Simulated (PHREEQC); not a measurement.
1 kg of water holding 0.39 mol NaCl, 0.0058 mol NaHCO3, 0.079 mol Na2SO4 and 0.054 mol Na2CO3 is evaporated at 25 °C; the solids stay in contact with the brine. CO2 is held at log p = -3.4 (atm). Only these solids could form: Burkeite, Halite, Mirabilite, Nahcolite, Natron, Thenardite, Trona.

The series has 23 steps of water left (kg), from 0.9997 to 0.01194.

All values are PHREEQC results (Pitzer model, pitzer.dat), not measurements.

### Question
Which solids form, in which order, and at which step of the series does each first stand?

### Answer
Halite from water left = 0.07785 kg (pH 9.70); Thenardite from water left = 0.07785 kg (pH 9.70); Trona from water left = 0.07785 kg (pH 9.70).
